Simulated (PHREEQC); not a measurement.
Synthetic water in mmol/kgw, 25 °C, pH 5.6, pe -1.8:

```tsv
constituent	mmol/kgw
Na	0.0987
K	0.0139
Ca	0.0814
Mg	0.0137
Cl	0.033
S(6)	0.0603
Alkalinity (meq/kgw)	0.153
Li	0.000232
Fe(2)	0.00314
Zn	0.000218
```

Valence states are taken as typed.

Model: ion-association model, phreeqc.dat, run in PHREEQC.

Each row changes one thing in this solution. Precipitation was switched off in this run.

```json
[
 {"case": "as made", "CO2 (mol/kgw)": "0.000856", "HCO3- (mol/kgw)": "0.000155", "CaSO4 (mol/kgw)": "6.99e-7", "MgSO4 (mol/kgw)": "1.55e-7", "CaHCO3+ (mol/kgw)": "1.45e-7", "FeHCO3+ (mol/kgw)": "4.33e-8", "SI of Siderite (FeCO3)": "-3.21", "SI of Gypsum (CaSO4:2H2O)": "-3.82"},
 {"case": "temperature from 25 to 35 °C at the same typed pH", "CO2 (mol/kgw)": "0.000777", "HCO3- (mol/kgw)": "0.000155", "CaSO4 (mol/kgw)": "7.48e-7", "MgSO4 (mol/kgw)": "1.97e-7", "CaHCO3+ (mol/kgw)": "1.63e-7", "FeHCO3+ (mol/kgw)": "4.31e-8", "SI of Siderite (FeCO3)": "-3.08", "SI of Gypsum (CaSO4:2H2O)": "-3.82"},
 {"case": "Na from 0.0987 to 0.0493 mmol/kgw", "CO2 (mol/kgw)": "0.000857", "HCO3- (mol/kgw)": "0.000155", "CaSO4 (mol/kgw)": "7.03e-7", "MgSO4 (mol/kgw)": "1.56e-7", "CaHCO3+ (mol/kgw)": "1.45e-7", "FeHCO3+ (mol/kgw)": "4.34e-8", "SI of Siderite (FeCO3)": "-3.21", "SI of Gypsum (CaSO4:2H2O)": "-3.82"},
 {"case": "pH from 5.6 to 5.5 at the same alkalinity", "CO2 (mol/kgw)": "0.00108", "HCO3- (mol/kgw)": "0.000156", "CaSO4 (mol/kgw)": "6.99e-7", "MgSO4 (mol/kgw)": "1.55e-7", "CaHCO3+ (mol/kgw)": "1.45e-7", "FeHCO3+ (mol/kgw)": "4.35e-8", "SI of Siderite (FeCO3)": "-3.31", "SI of Gypsum (CaSO4:2H2O)": "-3.82"},
 {"case": "all concentrations times 4 at the same typed pH", "CO2 (mol/kgw)": "0.00330", "HCO3- (mol/kgw)": "0.000611", "CaSO4 (mol/kgw)": "8.84e-6", "MgSO4 (mol/kgw)": "1.95e-6", "CaHCO3+ (mol/kgw)": "2.04e-6", "FeHCO3+ (mol/kgw)": "5.94e-7", "SI of Siderite (FeCO3)": "-2.09", "SI of Gypsum (CaSO4:2H2O)": "-2.72"}
]
```
